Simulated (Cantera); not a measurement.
Cantera run:

```python
import numpy as np
import cantera as ct

gas_names = """
    H HO2 H2 H2O H2O2 O OH O2 O3 Si SiH SiH2 SiH3 SiH4 SiO SiO2 Si2 Si3
""".split()
cond_names = """
    H2O(s) H2O(L) Si(cr) Si(L) SiO2(Lqz) SiO2(hqz) SiO2(L)
""".split()


# ... load() reads the species with a 1 bar reference pressure and builds the phases ...
atoms = {
    'SiO2': {'Si': 1, 'O': 2},
    'H2': {'H': 2},
}
top_T = {}  # K; cautious upper limits of use, not melting points


# ... equilibrate(T, P, feed) seeds the gas with the atoms and calls Mixture.equilibrate('TP', solver="vcs", rtol=1e-11, max_steps=5000) ...
results = []
feed = {'SiO2': 1, 'H2': 2800}  # mol
P = 540  # Pa
for T in [673, 823, 973, 1123, 1273, 1423, 1573, 1723, 1873, 2023, 2173]:
    mix = equilibrate(T, P, feed)
    results.append((T, P, feed, dict(zip(mix.species_names, mix.species_moles))))
    x = sorted(zip(gas.X, gas.species_names), reverse=True)
    print(f"T = {T:g} K  P = {P:g} Pa  gas = {mix.phase_moles(0):.4g} mol")
    print("   x: " + "  ".join(f"{s} {v:.3e}" for v, s in x if v > 1e-05))
    print("   condensed (mol): " + ("  ".join(f"{mix.phase(i).name} {mix.phase_moles(i):.4g}"
          for i in range(1, mix.n_phases) if mix.phase_moles(i) > 1e-12) or "none"))
```

It prints:

```
T = 673 K  P = 540 Pa  gas = 2800 mol
   x: H2 1.000e+00
   condensed (mol): SiO2(Lqz) 1
T = 823 K  P = 540 Pa  gas = 2800 mol
   x: H2 1.000e+00
   condensed (mol): SiO2(Lqz) 1
T = 973 K  P = 540 Pa  gas = 2800 mol
   x: H2 1.000e+00
   condensed (mol): SiO2(hqz) 1
T = 1123 K  P = 540 Pa  gas = 2800 mol
   x: H2 1.000e+00
   condensed (mol): SiO2(hqz) 0.999
T = 1273 K  P = 540 Pa  gas = 2800 mol
   x: H2 1.000e+00  H2O 1.156e-05  SiO 1.156e-05
   condensed (mol): SiO2(hqz) 0.9676
T = 1423 K  P = 540 Pa  gas = 2801 mol
   x: H2 9.996e-01  SiO 1.738e-04  H2O 1.738e-04  H 9.037e-05
   condensed (mol): SiO2(hqz) 0.5131
T = 1573 K  P = 540 Pa  gas = 2802 mol
   x: H2 9.987e-01  H 5.529e-04  SiO 3.569e-04  H2O 3.569e-04
   condensed (mol): none
T = 1723 K  P = 540 Pa  gas = 2804 mol
   x: H2 9.968e-01  H 2.478e-03  SiO 3.566e-04  H2O 3.565e-04
   condensed (mol): none
T = 1873 K  P = 540 Pa  gas = 2813 mol
   x: H2 9.905e-01  H 8.741e-03  SiO 3.554e-04  H2O 3.552e-04
   condensed (mol): none
T = 2023 K  P = 540 Pa  gas = 2837 mol
   x: H2 9.738e-01  H 2.550e-02  SiO 3.524e-04  H2O 3.515e-04
   condensed (mol): none
T = 2173 K  P = 540 Pa  gas = 2893 mol
   x: H2 9.358e-01  H 6.352e-02  SiO 3.455e-04  H2O 3.425e-04
   condensed (mol): none
```

Method: chemical equilibrium by Gibbs-energy minimisation in Cantera with the NASA 1993 tables (ideal gas, pure condensed phases). The tables hold silica as quartz up to 1696 K and as liquid above; real silica turns to tridymite and cristobalite and melts near 1996 K.
